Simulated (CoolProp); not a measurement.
Properties of n-pentane along the isotherm 620 K.

The numbers come from the reference Helmholtz-energy equation of state, Thol 2019 in CoolProp.

```csv
p (bar),phase,speed of sound (m/s),conductivity (mW/(m K)),fugacity coefficient
21,gas,253.9,60.5,0.9236
42.1,supercritical,237.2,63.6,0.8533
63.1,supercritical,225.6,68.2,0.7901
84.2,supercritical,225.1,73.7,0.7343
105,supercritical,241.1,78.5,0.6883
126,supercritical,269.5,81.9,0.6514
147,supercritical,302.1,84.3,0.6233
168,supercritical,334.8,86.3,0.6025
```

Thermal conductivity comes from a separate model (Vassiliou 2015).
